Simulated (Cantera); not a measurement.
Input: 1 mol NH3, 5.7 mol H2, 16 mol N2, 0.12 mol SO2, held at 1 atm.

Equilibrium computed with Cantera from the NASA thermochemical tables; the gas is ideal and each condensed phase is pure. Candidate condensed phases: H2O, H2SO4, S; 35 gas species. Gases not in the tables: S3 to S7. Equilibrium is a limit: real reactors are often held back by kinetics, nucleation or transport.

log p: log10 of the partial pressure in bar; nothing condenses.

| T (K) | log p N2 | log p H2 | log p H | log p H2O | log p H2S | log p S | log p SH |
|---|---|---|---|---|---|---|---|
| 700 | -0.15 | -0.54 | <-11 | -1.99 | -2.29 | <-11 | -10.91 |
| 900 | -0.15 | -0.53 | -10.20 | -1.99 | -2.29 | <-11 | -8.20 |
| 1100 | -0.15 | -0.53 | … | -1.99 | -2.29 | … | … |
| 1300 | -0.15 | -0.53 | -6.22 | -1.99 | -2.29 | -8.35 | -5.26 |
| 1500 | -0.15 | -0.53 | -5.02 | -1.99 | -2.30 | -6.71 | -4.38 |
| 1700 | -0.15 | -0.53 | … | -1.99 | -2.33 | … | … |
| 1900 | -0.15 | -0.53 | -3.37 | -1.99 | -2.40 | -4.56 | -3.28 |
| 2100 | -0.15 | -0.53 | -2.77 | -1.99 | -2.53 | -3.88 | -2.98 |
| 2300 | -0.15 | -0.54 | -2.28 | -2.00 | -2.71 | -3.39 | -2.80 |
| 2500 | -0.16 | -0.54 | -1.87 | -2.00 | -2.92 | -3.04 | -2.71 |
| 2700 | -0.16 | -0.56 | -1.53 | -2.02 | -3.18 | -2.80 | -2.70 |
| 2900 | -0.17 | -0.59 | -1.23 | -2.05 | -3.46 | -2.64 | -2.76 |
| 3100 | -0.18 | -0.64 | -0.99 | -2.12 | -3.78 | -2.55 | -2.86 |
| 3300 | -0.19 | -0.71 | -0.79 | -2.24 | -4.11 | -2.49 | -2.99 |

Q: Fill in the missing entries.

A: 
- 1700, log p H: -4.10
- 1700, log p S: -5.48
- 1700, log p SH: -3.73
- 1100, log p H: -7.85
- 1100, log p S: -10.60
- 1100, log p SH: -6.46
